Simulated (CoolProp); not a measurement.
Vapour-liquid equilibrium of ethylbenzene (1) + o-xylene (2) at 0.23 MPa; x and y are mole fractions of (1).

The numbers come from the multi-fluid Helmholtz-energy mixture model, Zhou 2012 and Zhou 2012; pair parameters Bell 2016 in CoolProp.

Task: Give the bubble temperature and the first vapour's composition at x = 0.15, 0.45, 0.95. Is there an azeotrope?

Result: x = 0.15: 450.0 K, y = 0.175; x = 0.45: 447.1 K, y = 0.497; x = 0.95: 443.1 K, y = 0.956. No azeotrope shows between x = 0.05 and 0.95.

The pair parameters rest on a limited set of measurements; away from them the model extrapolates.
